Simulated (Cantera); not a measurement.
A Cantera script and its output.

```python
import numpy as np
import cantera as ct

gas = ct.Solution("gri30.yaml")


def delay(T, t_max=10):
    gas.TPX = T, 100000, {'CO': 1, 'H2': 0.11, 'O2': 0.555, 'N2': 2.09}
    reactor = ct.IdealGasReactor(gas, clone=False)
    net = ct.ReactorNet([reactor])
    net.rtol, net.atol = 1e-8, 1e-16
    while net.time < t_max:
        t_old, T_old = net.time, reactor.T
        net.step()
        if reactor.T > T + 400:  # ignition: a rise of 400 K
            return t_old + (T + 400 - T_old) / (reactor.T - T_old) * (net.time - t_old)
    return np.nan


taus = []
for T in [1175, 1250, 1325, 1400, 1475, 1550, 1625, 1700, 1775]:
    taus.append(delay(T))
    print(f"T0 = {T:6g} K   tau = {taus[-1]:.4e} s")
```

Output:

```
T0 =   1175 K   tau = 1.1857e-04 s
T0 =   1250 K   tau = 8.7204e-05 s
T0 =   1325 K   tau = 6.9971e-05 s
T0 =   1400 K   tau = 5.9765e-05 s
T0 =   1475 K   tau = 5.3625e-05 s
T0 =   1550 K   tau = 5.0179e-05 s
T0 =   1625 K   tau = 4.8757e-05 s
T0 =   1700 K   tau = 4.8985e-05 s
T0 =   1775 K   tau = 5.0584e-05 s
```

Model: GRI-Mech 3.0 (53 species, 325 reactions), integrated in Cantera. Where the delays flatten at high temperature, the 400 K rule measures the pace of heat release, not the induction time.
